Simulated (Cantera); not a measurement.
# Stirred combustor or abatement burner

A perfectly stirred reactor is fed with 11.6 % CO, 2.09 % H₂, 13.7 % O₂, 72.6 % N₂, equivalence ratio 0.50, at 0.480 bar; it is adiabatic with a 350 K inlet, and is followed from long to short residence time, starting on the burning branch (τ in s: 0.43, 0.18, 0.076, 0.032, 0.014, 0.0058, 0.0025, 0.001, 0.00044, 0.00019, 7.9e-05).

Detailed kinetics in Cantera: GRI-Mech 3.0 (53 species, 325 reactions).

| τ (s) | T (K) | x CO | x H₂ | x O₂ | x N₂O | x H₂O₂ | x H₂O |
|---|---|---|---|---|---|---|---|
| 0.43 | 1504 | 0.00107 | 5.02e-5 | 0.0738 | 5.62e-7 | 5.94e-8 | 0.0221 |
| 0.18 | 1496 | 0.00189 | 8.72e-5 | 0.0740 | 4.98e-7 | 8.89e-8 | 0.0220 |
| 0.076 | 1481 | 0.00327 | 0.000148 | 0.0745 | 4.23e-7 | 1.32e-7 | 0.0218 |
| 0.032 | 1456 | 0.00560 | 0.000246 | 0.0753 | 3.49e-7 | 1.99e-7 | 0.0215 |
| 0.014 | 1418 | 0.00934 | 0.000385 | 0.0767 | 2.87e-7 | 2.99e-7 | 0.0210 |
| 0.0058 | 1347 | 0.0168 | 0.000604 | 0.0799 | 2.30e-7 | 4.74e-7 | 0.0204 |
| 0.0025 | 350 | 0.116 | 0.0209 | 0.137 | <1e-12 | <1e-12 | <1e-12 |
| 0.0010 | 350 | 0.116 | 0.0209 | 0.137 | <1e-12 | <1e-12 | <1e-12 |
| 0.00044 | 350 | 0.116 | 0.0209 | 0.137 | <1e-12 | <1e-12 | <1e-12 |
| 0.00019 | 350 | 0.116 | 0.0209 | 0.137 | <1e-12 | <1e-12 | <1e-12 |
| 7.9e-5 | 350 | 0.116 | 0.0209 | 0.137 | <1e-12 | <1e-12 | <1e-12 |
x: mole fraction; the columns are a selection and need not sum to one.
